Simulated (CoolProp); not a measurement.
n-dodecane along the isotherm 309.45 °C: density (kg/m³) from the reference equation and from simpler models built on Tc = 385.0 °C, pc = 1.818 MPa, ω = 0.574; each cubic takes its own stable root.

Computed with CoolProp (reference Helmholtz-energy equation of state, Lemmon 2004). It is a short technical equation, of lower accuracy than the large ones.

```json
[
 {"p (MPa)": "0.454", "phase": "gas", "reference": "19.48"},
 {"p (MPa)": "0.909", "phase": "liquid", "reference": "492.2"},
 {"p (MPa)": "1.36", "phase": "liquid", "reference": "496.3"},
 {"p (MPa)": "1.82", "phase": "liquid", "reference": "500.1"},
 {"p (MPa)": "2.27", "phase": "liquid", "reference": "503.6"},
 {"p (MPa)": "2.73", "phase": "liquid", "reference": "506.9"},
 {"p (MPa)": "3.18", "phase": "liquid", "reference": "509.9"},
 {"p (MPa)": "3.64", "phase": "liquid", "reference": "512.9"},
 {"p (MPa)": "4.09", "phase": "liquid", "reference": "515.6"},
 {"p (MPa)": "4.54", "phase": "liquid", "reference": "518.2"}
]
```

How far does each simpler model (van der Waals, Redlich-Kwong, Soave-Redlich-Kwong, Peng-Robinson) lie from the reference over these 10 states: mean and median of the absolute difference, and the worst?


- van der Waals: mean 44.4 %, median 42.6 %, worst -91.3 % at 309.45 °C and 0.909 MPa
- Redlich-Kwong: mean 22.3 %, median 23.3 %, worst -28.7 % at 309.45 °C and 0.909 MPa
- Soave-Redlich-Kwong: mean 16.7 %, median 17.8 %, worst -20.0 % at 309.45 °C and 0.909 MPa
- Peng-Robinson: mean 7.1 %, median 7.3 %, worst -9.3 % at 309.45 °C and 0.909 MPa

At some of these states van der Waals gives the other phase, because its saturation line lies elsewhere.
